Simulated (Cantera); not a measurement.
Input (Python, Cantera) and output of one run.

```python
import numpy as np
import cantera as ct

gas_names = """
    H H2 N NH NH2 NH3 N2 N2H2 N2H4 Si SiH SiH2 SiH3 SiH4 SiN Si2 Si2N Si3
""".split()
cond_names = """
    Si(cr) Si(L) Si3N4(a)
""".split()


# ... load() reads the species with a 1 bar reference pressure and builds the phases ...
atoms = {
    'Si3N4': {'Si': 3, 'N': 4},
    'H2': {'H': 2},
}
top_T = {'Si3N4(a)': 2400}  # K; cautious upper limits of use, not melting points


# ... equilibrate(T, P, feed) seeds the gas with the atoms and calls Mixture.equilibrate('TP', solver="vcs", rtol=1e-11, max_steps=5000) ...
results = []
feed = {'Si3N4': 1, 'H2': 0.89}  # mol
T = 2250  # K
P = 980  # Pa
mix = equilibrate(T, P, feed)
results.append((T, P, feed, dict(zip(mix.species_names, mix.species_moles))))
x = sorted(zip(gas.X, gas.species_names), reverse=True)
print(f"T = {T:g} K  P = {P:g} Pa  gas = {mix.phase_moles(0):.4g} mol")
print("   x: " + "  ".join(f"{s} {v:.3e}" for v, s in x if v > 1e-06))
print("   condensed (mol): " + ("  ".join(f"{mix.phase(i).name} {mix.phase_moles(i):.4g}"
      for i in range(1, mix.n_phases) if mix.phase_moles(i) > 1e-12) or "none"))
```

It prints:

```
T = 2250 K  P = 980 Pa  gas = 3.149 mol
   x: N2 6.343e-01  H2 2.627e-01  Si 6.044e-02  H 3.845e-02  SiH 1.234e-03  Si2 1.065e-03  Si2N 7.760e-04  SiN 7.309e-04  Si3 2.035e-04  SiH2 9.846e-05
   condensed (mol): Si(L) 2.79
```

Equilibrium computed with Cantera from the NASA thermochemical tables; the gas is ideal and each condensed phase is pure. The tables' values for SiN are old estimates; treat these amounts as uncertain. Gases not in the tables: Si2H6 and higher silanes.
